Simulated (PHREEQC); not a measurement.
A solution holds 0.033 mol/kgw Al2(SO4)3, 0.00029 mol/kgw MgSO4, 0.2 mol/kgw H2SO4 and 0.037 mol/kgw NaCl, at 48 °C. Closed to the air; pH follows from the charge balance.

The numbers come from PHREEQC with the ion-association model, wateq4f.dat.

```yaml
pH: 0.84
ionic_strength: 0.377 mol/kgw
activity_of_water: 0.990
total_alkalinity: -400 meq/kg
```

```tsv
species	molality	activity	log γ
HSO4-	0.209	0.141	-0.170
H+	0.189	0.145	-0.115
AlSO4+	0.0426	0.0288	-0.170
Cl-	0.0370	0.0242	-0.185
Na+	0.0358	0.0252	-0.152
SO4-2	0.0268	0.00583	-0.663
```

No solid was allowed to form. Species that the database lacks are ignored. At this temperature some constants are extrapolated from 25 °C, and those without enthalpy data are left unchanged.
